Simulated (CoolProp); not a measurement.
Dodecamethylcyclohexasiloxane (D6) at 478.07 K and 0.201 MPa is throttled through a valve to 0.134 MPa with no heat exchange. Each further row changes one setting.

Values from CoolProp's reference Helmholtz-energy equation of state, Colonna 2008. It is a short technical equation, of lower accuracy than the large ones.

```csv
case,final density (kg/m³)
as stated,761
outlet pressure 0.0402 MPa,760
outlet pressure 0.174 MPa,761
```
